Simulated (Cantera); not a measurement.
Input: 1 mol Fe, 0.094 mol HCl, 2.2 mol O2, equilibrated at 0.0230 bar.

These are equilibrium values from Cantera (NASA tables, ideal gas, pure condensed phases), not measurements of a reactor. Candidate condensed phases: Fe, FeCl2, FeCl3, FeO, Fe(OH)2, Fe(OH)3, Fe2O3, Fe3O4, H2O; 22 gas species. Kinetics and transport are ignored. All values below are at 1000 °C.

Base state: O2 0.937, HCl 0.0479, H2O 0.00650, Cl 0.00394, Cl2 0.00380, FeCl2 0.000583, FeCl3 8.89e-5, ClO 1.99e-5 (mole fractions); condensed: Fe2O3(s).

Question: What changes in the equilibrium state with this change: O2 from 2.2 to 0.073 mol?

Answer: 
```csv
species,before,after
HCl,0.0479,0.391
FeCl2,0.000583,0.303
H2,2.35e-9,0.232
O2,0.937,<1e-9
H2O,0.00650,0.0729
Cl2,0.00380,2.58e-9
Fe2Cl4,2.28e-9,0.000619
ClO,1.99e-5,<1e-9
"Fe2O3(s), mol",0.499,0
"Fe(γ), mol",0,0.832
"FeO(s), mol",0,0.139
```
Mutual solubility and eutectic melting of coexisting phases are not modelled. The tables' stoichiometric FeO is somewhat more stable than real wüstite, so its field is too wide. FeO: taken at fixed stoichiometry.

Question: What changes in the equilibrium state with this change: HCl from 0.094 to 0.15 mol?

Answer: 
```tsv
species	before	after
O2	0.937	0.904
HCl	0.0479	0.0744
H2O	0.00650	0.00973
FeCl2	0.000583	0.000947
FeCl3	8.89e-5	0.000182
Cl2	0.00380	0.00602
Cl	0.00394	0.00496
ClO	1.99e-5	2.46e-5
Fe2O3(s), mol	0.499	0.499
```
